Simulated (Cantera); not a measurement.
Input: 1 mol Si3N4, 3.5 mol H2O, 30 mol N2, equilibrated at 750 Torr.

Method: chemical equilibrium by Gibbs-energy minimisation in Cantera with the NASA 1993 tables (ideal gas, pure condensed phases). Candidate condensed phases: H2O, Si, SiO2, Si2N2O, Si3N4; 35 gas species. Mutual solubility and eutectic melting of coexisting phases are not modelled. The tables hold silica as quartz up to 1696 K and as liquid above; real silica turns to tridymite and cristobalite and melts near 1996 K. Equilibrium is a limit: real reactors are often held back by kinetics, nucleation or transport.

x: gas mole fraction; n: condensed amount in mol.

| T (°C) | x N2 | x H2 | x SiO | x H | x H2O | x NH3 | x SiO2 | n SiO2(β-quartz) | n Si2N2O(s) | n SiO2(condensed) | n SiO2(l) |
|---|---|---|---|---|---|---|---|---|---|---|---|
| 975 | 0.899 | 0.101 | 6.61e-10 | 1.48e-7 | 3.92e-5 | 4.68e-6 | <1e-12 | 1.33 | 0.834 | 0 | 0 |
| 1075 | 0.899 | 0.101 | (withheld) | (withheld) | (withheld) | (withheld) | <1e-12 | 1.33 | 0.834 | 0 | 0 |
| 1175 | 0.899 | 0.101 | 5.43e-7 | 2.93e-6 | 6.69e-5 | 2.21e-6 | <1e-12 | 1.33 | 0.834 | 0 | 0 |
| 1275 | 0.899 | 0.101 | (withheld) | (withheld) | (withheld) | (withheld) | 9.29e-12 | 1.33 | 0.834 | 0 | 0 |
| 1375 | 0.899 | 0.101 | 8.44e-5 | 2.83e-5 | 9.96e-5 | 1.25e-6 | 1.50e-10 | 1.33 | 0.834 | 0 | 0 |
| 1475 | 0.898 | 0.101 | 0.000670 | 7.25e-5 | 0.000116 | 9.89e-7 | 1.72e-9 | 0 | 0.827 | 1.32 | 0 |
| 1575 | 0.895 | 0.100 | 0.00420 | 0.000168 | 0.000130 | 7.94e-7 | 1.48e-8 | 0 | 0.786 | 1.28 | 0 |
| 1675 | 0.880 | 0.0977 | 0.0217 | 0.000353 | 0.000140 | 6.29e-7 | 1.02e-7 | 0 | 0.576 | 1.07 | 0 |
| 1775 | 0.842 | 0.0915 | 0.0660 | 0.000677 | 0.000208 | 4.72e-7 | 5.73e-7 | 0 | 0 | 0 | 0.492 |
| 1875 | 0.841 | 0.0905 | 0.0665 | 0.00125 | 0.000835 | 3.99e-7 | 2.73e-6 | 0 | 0 | 0 | 0.468 |

Task: Some entries are withheld; supply them.

Result: 
- 1075, x SiO: 2.45e-8
- 1075, x H: 7.35e-7
- 1075, x H2O: 5.23e-5
- 1075, x NH3: 3.13e-6
- 1275, x SiO: 8.01e-6
- 1275, x H: 9.78e-6
- 1275, x H2O: 8.28e-5
- 1275, x NH3: 1.64e-6
